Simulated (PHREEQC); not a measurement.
**Leach liquor**

Make-up at 25 °C: 0.0035 mol/kgw HCl and 0.0011 mol/kgw FeSO4. It is in equilibrium with CO2 at log p = -3.5 (atm). Otherwise closed; pH follows from the charge balance.

Model: ion-association model, wateq4f.dat, run in PHREEQC.

Each row changes one thing in this solution. This is a speciation only: nothing precipitates in the calculation.

| case | pH | ionic strength (mol/kgw) | Fe+2 (mol/kgw) | SO4-2 (mol/kgw) | HSO4- (mol/kgw) | FeSO4 (mol/kgw) | SI of Melanterite (FeSO4:7H2O) | SI of Siderite (FeCO3) |
|---|---|---|---|---|---|---|---|---|
| as made | 2.52 | 0.00720 | 0.00102 | 0.000833 | 0.000190 | 7.54e-5 | -4.16 | -8.87 |
| diluted 5-fold with water | 3.18 | 0.00153 | 0.000214 | 0.000203 | 1.15e-5 | 5.48e-6 | -5.30 | -8.14 |
| 8.2e-05 mol/kgw MgSO4 added | 2.52 | 0.00746 | 0.00102 | 0.000891 | 0.000202 | 7.95e-5 | -4.14 | -8.87 |
| FeSO4 from 0.0011 to 0.0055 mol/kgw | 2.60 | 0.0200 | 0.00443 | 0.00381 | 0.000629 | 0.00104 | -3.02 | -8.15 |
| HCl from 0.0035 to 0.00315 mol/kgw | 2.56 | 0.00688 | 0.00102 | 0.000846 | 0.000175 | 7.76e-5 | -4.15 | -8.78 |
| temperature from 25 to 40 °C | 2.52 | 0.00705 | 0.00101 | 0.000767 | 0.000243 | 8.81e-5 | -4.37 | -8.77 |
| temperature from 25 to 5 °C | 2.51 | 0.00738 | 0.00104 | 0.000901 | 0.000141 | 5.69e-5 | -3.84 | -9.12 |

Species that the database lacks are ignored. Away from 25 °C the constants follow the database's enthalpies or fits; those with neither stay at their 25 °C values.
